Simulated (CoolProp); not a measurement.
The numbers come from the reference Helmholtz-energy equation of state, Lemmon 2022 in CoolProp.

Question: For R1234yf, give the phase and the expansivity (1/kK), fugacity coefficient at 52.55 °C and 0.327 MPa; 107.25 °C and 1.81 MPa.

Answer: 
- 52.55 °C and 0.327 MPa: gas; expansivity 3.70, fugacity coefficient 0.949
- 107.25 °C and 1.81 MPa: gas; expansivity 5.33, fugacity coefficient 0.837
